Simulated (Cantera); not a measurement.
Mixture: CH₄ : H₂ : O₂ : N₂ = 1 : 0.14 : 1.15 : 4.32 (molar parts), equivalence ratio 1.8, at 9.87 atm, adiabatic and at constant volume. Ignition delay is the time to a rise of 400 K.

Detailed kinetics in Cantera: GRI-Mech 3.0 (53 species, 325 reactions).

Problem. What does this change do: H2 0.14 to 0.33 parts?

Solution. 
```
quantity                                                before       after
--------------------------------------------------  ----------  ----------
delay at 1225 K                                        1.07 ms    0.460 ms
delay at 1375 K                                       0.327 ms    0.158 ms
delay at 1525 K                                        97.0 µs     56.1 µs
delay at 1675 K                                        30.4 µs     20.7 µs
apparent activation energy between 1600 and 1750 K  170 kJ/mol  150 kJ/mol
```
